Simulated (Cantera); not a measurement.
What does this Cantera script print?

```python
import numpy as np
import cantera as ct

gas_names = [...]  # 92 gases of nasa_gas.yaml made of C, H, N
cond_names = """
    C(gr) C6H6(L) C7H8(L) C8H18(L),n-octa
""".split()


# ... load() reads the species with a 1 bar reference pressure and builds the phases ...
atoms = {
    'C3H8': {'C': 3, 'H': 8},
    'H2': {'H': 2},
    'N2': {'N': 2},
}
top_T = {'C(gr)': 4500}  # K; cautious upper limits of use, not melting points


# ... equilibrate(T, P, feed) seeds the gas with the atoms and calls Mixture.equilibrate('TP', solver="vcs", rtol=1e-11, max_steps=5000) ...
results = []
feed = {'C3H8': 1, 'H2': 17, 'N2': 43}  # mol
P = 25000  # Pa
for T in [1973, 2023, 2073, 2123, 2173, 2223, 2273, 2323, 2373, 2423, 2473, 2523]:
    mix = equilibrate(T, P, feed)
    results.append((T, P, feed, dict(zip(mix.species_names, mix.species_moles))))

top = {s: max(r[3][s] / sum(r[3][g] for g in gas_names) for r in results) for s in gas_names}
cols = sorted((s for s in top if top[s] > 1e-05), key=lambda s: -top[s])[:5]
seen = [c for c in cond_names if any(r[3].get(c, 0) > 1e-12 for r in results)]
print("log10 of partial pressures in bar; condensed amounts in mol")
print(f"{'T/K':>10s}" + "".join(f"{s[:9]:>10s}" for s in cols + seen))
for T, P, feed, n in results:
    ng = sum(n[g] for g in gas_names)
    print(f"{T:10.4g}" + "".join(f"{np.log10(max(n[s] / ng * P / 1e5, 1e-99)):10.3f}" for s in cols)
          + "".join(f"{n.get(c, 0):10.4g}" for c in seen))
```

Result:

```
log10 of partial pressures in bar; condensed amounts in mol
       T/K        N2        H2       HCN         H       HNC     C(gr)
      1973    -0.777    -1.092    -2.813    -3.416    -4.080     2.557
      2023    -0.778    -1.094    -2.728    -3.268    -3.956     2.454
      2073    -0.779    -1.096    -2.648    -3.128    -3.838     2.335
      2123    -0.779    -1.098    -2.572    -2.994    -3.726     2.195
      2173    -0.780    -1.101    -2.500    -2.867    -3.620     2.035
      2223    -0.782    -1.105    -2.432    -2.746    -3.520     1.852
      2273    -0.783    -1.109    -2.367    -2.630    -3.424     1.644
      2323    -0.785    -1.114    -2.306    -2.520    -3.333      1.41
      2373    -0.786    -1.120    -2.248    -2.415    -3.247     1.147
      2423    -0.788    -1.127    -2.194    -2.315    -3.165    0.8561
      2473    -0.791    -1.135    -2.142    -2.219    -3.087    0.5344
      2523    -0.793    -1.144    -2.094    -2.128    -3.014    0.1816
```

Cantera equilibrium calculation (NASA polynomials, part measured and part estimated; ideal gas, pure solids and liquids).
